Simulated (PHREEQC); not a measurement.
Brine (model solution)

Solution (85 °C): 0.63 mol/kgw KCl. Closed to the air; pH follows from the charge balance.

All values are PHREEQC results (Pitzer model, pitzer.dat), not measurements.

This is a speciation only: nothing precipitates in the calculation.

Task: Estimate the activity of water, density, specific conductance.

Result: activity of water 0.980; density 0.996 g/cm³; specific conductance 166000 µS/cm.

Complexes and solids missing from the database can't appear. Constants without temperature data keep their 25 °C values here.
